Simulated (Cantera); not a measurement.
What does this Cantera script print?

```python
import numpy as np
import cantera as ct

gas = ct.Solution("gri30.yaml")
gas.TPX = 575, 101325, {'CO': 1, 'H2': 0.052, 'CH4': 0.69, 'O2': 2.98, 'N2': 25.9}
inlet = ct.Reservoir(gas, clone=True)
gas.equilibrate("HP")  # start burning
reactor = ct.IdealGasConstPressureReactor(gas, energy="on", clone=False)
exhaust = ct.Reservoir(gas, clone=True)
tau = [0.31, 0.12, 0.05, 0.02, 0.0078, 0.0031, 0.0012, 0.00049, 0.0002, 7.8e-05, 3.1e-05, 1.2e-05, 4.9e-06][0]
for a, b in ((inlet, reactor), (reactor, exhaust)):
    ct.MassFlowController(a, b, mdot=lambda t: reactor.mass / tau)
net = ct.ReactorNet([reactor])
show = ['CO', 'H2', 'CH4', 'N2O', 'HO2', 'C2H', 'H']

rows = []
print(f"{'tau/s':>10s}{'T/K':>9s}" + "".join(f"{s:>11s}" for s in show))
for tau in [0.31, 0.12, 0.05, 0.02, 0.0078, 0.0031, 0.0012, 0.00049, 0.0002, 7.8e-05, 3.1e-05, 1.2e-05, 4.9e-06]:
    net.initial_time = 0.0
    net.advance(30 * tau)
    before = gas.X
    net.advance(40 * tau)
    drift = np.max(np.abs(gas.X - before) / (gas.X + 1e-9))
    rows.append([gas.T, *gas[show].X, drift])
    print(f"{tau:10.3e}{gas.T:9.1f}" + "".join(f"{x:11.3e}" for x in gas[show].X))
```

Output:

```
     tau/s      T/K         CO         H2        CH4        N2O        HO2        C2H          H
 3.100e-01   1396.3  3.792e-04  3.596e-05  1.100e-05  8.750e-07  2.127e-06  5.772e-14  6.780e-06
 1.200e-01   1392.5  7.266e-04  6.819e-05  2.016e-05  7.882e-07  3.580e-06  9.403e-14  1.694e-05
 5.000e-02   1386.2  1.326e-03  1.222e-04  3.536e-05  6.671e-07  5.534e-06  1.342e-13  3.865e-05
 2.000e-02   1374.0  2.503e-03  2.225e-04  6.488e-05  5.352e-07  8.322e-06  1.834e-13  8.820e-05
 7.800e-03   1350.0  4.919e-03  4.067e-04  1.294e-04  4.096e-07  1.225e-05  2.599e-13  1.897e-04
 3.100e-03   1295.9  1.060e-02  7.728e-04  3.319e-04  2.805e-07  1.919e-05  4.213e-13  3.213e-04
 1.200e-03    575.0  3.266e-02  1.698e-03  2.253e-02 -7.099e-21  5.595e-17 -5.477e-44  1.081e-19
 4.900e-04    575.0  3.266e-02  1.698e-03  2.253e-02 -1.649e-25  1.866e-17  7.186e-46  8.614e-20
 2.000e-04    575.0  3.266e-02  1.698e-03  2.253e-02  1.276e-24  5.272e-18 -6.251e-47  5.755e-20
 7.800e-05    575.0  3.266e-02  1.698e-03  2.253e-02  2.765e-25  1.116e-18 -7.525e-49  2.972e-20
 3.100e-05    575.0  3.266e-02  1.698e-03  2.253e-02  6.175e-26  2.533e-19 -6.953e-51  1.296e-20
 1.200e-05    575.0  3.266e-02  1.698e-03  2.253e-02  1.187e-26  5.321e-20 -1.906e-52  4.504e-21
 4.900e-06    575.0  3.266e-02  1.698e-03  2.253e-02  2.199e-27  1.307e-20 -4.564e-54  1.390e-21
```

Detailed kinetics in Cantera: GRI-Mech 3.0 (53 species, 325 reactions).
